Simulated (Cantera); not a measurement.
Cantera with NASA thermochemical tables; ideal gases at 1 bar, condensed phases pure. Values are per mole of reaction as written; species without (g) are pure solids or liquids, kept so even where they would boil at 1 bar.

Question: Between 300 and 2673 K, where is each reaction favourable under standard conditions?
- 2 H2(g) + Si ⇌ SiH4(g)

Answer: 
- 2 H2(g) + Si ⇌ SiH4(g): ΔG° is 57 kJ at 300 K and 316 kJ at 2673 K; it stays positive (K < 1). ΔH° is -22 kJ and ΔS° -126 J/K at 2673 K.
